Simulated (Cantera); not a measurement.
Charge: 1 mol Al, 1.5 mol N₂O, 93 mol H₂, equilibrated at 1975 K and 33.0 Pa.

Equilibrium computed with Cantera from the NASA thermochemical tables; the gas is ideal and each condensed phase is pure. Candidate condensed phases: Al, AlN, Al₂O₃, H₂O; 35 gas species. The tables' values for AlOH are old estimates; treat these amounts as uncertain. Equilibrium is a limit: real reactors are often held back by kinetics, nucleation or transport.

Q: What is the equilibrium state?

A: 
```json
{
 "x(H₂)": "0.910",
 "x(H)": "0.0719",
 "x(N₂)": "0.0153",
 "x(H₂O)": "0.00158",
 "x(Al)": "0.000919",
 "x(Al₂O)": "8.84e-5",
 "x(AlOH)": "5.09e-5",
 "x(OH)": "1.19e-5",
 "x(AlO)": "7.27e-6",
 "n(Al₂O₃(s))": "0.443 mol",
 "gas_amount": "98.13 mol",
 "log10 activity of Al(l) (absent)": "-4.20"
}
```
